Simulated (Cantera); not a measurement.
# Diamond growth

A diamond (100) surface in a fixed gas of H2 with x(CH4) = 0.015, x(H) = 0.0068, x(CH3) = 0.00012, at 1300 K; coverages are run to steady state.

Model: the Harris–Goodwin 1993 mechanism for the reconstructed diamond (100) surface, integrated in Cantera.

```tsv
P (Pa)	growth (µm/h)	θ c6HH	θ c6H*	θ c6*H	θ c6**	θ c6HM
690	0.113	0.383	0.0490	0.524	0.0439	3.87e-5
1100	0.201	0.383	0.0490	0.524	0.0438	6.24e-5
1800	0.370	0.383	0.0490	0.524	0.0438	0.000102
2900	0.686	0.383	0.0491	0.524	0.0438	0.000163
4700	1.32	0.383	0.0491	0.524	0.0438	0.000257
7600	2.63	0.383	0.0491	0.523	0.0438	0.000397
12000	5.18	0.383	0.0491	0.523	0.0438	0.000587
20000	11.2	0.382	0.0492	0.523	0.0438	0.000874
```
θ: site fractions in the mechanism's names (c6HH fully hydrogenated, c6H* and c6*H radical sites, c6** diradical, c6HM methylated).
